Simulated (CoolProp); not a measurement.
Vapour-liquid equilibrium of cyclohexane (1) + n-nonane (2) at 85.65 °C; x and y are mole fractions of (1).

The numbers come from the multi-fluid Helmholtz-energy mixture model, Zhou 2014 and Lemmon 2006; pair parameters Bell 2016 in CoolProp.

**Question.** Give the bubble pressure and the first vapour's composition at x = 0.2, 0.5, 0.8. Is there an azeotrope?

**Answer.** x = 0.2: 0.03309 MPa, y = 0.696; x = 0.5: 0.06264 MPa, y = 0.896; x = 0.8: 0.09489 MPa, y = 0.973. No azeotrope shows between x = 0.05 and 0.95.

Pair parameters are fitted to limited data, so mixtures are less certain than the pure fluids. The gap from Raoult's law changes sign with composition, which may be real or a fault of the pair parameters; it wasn't checked against measurements.
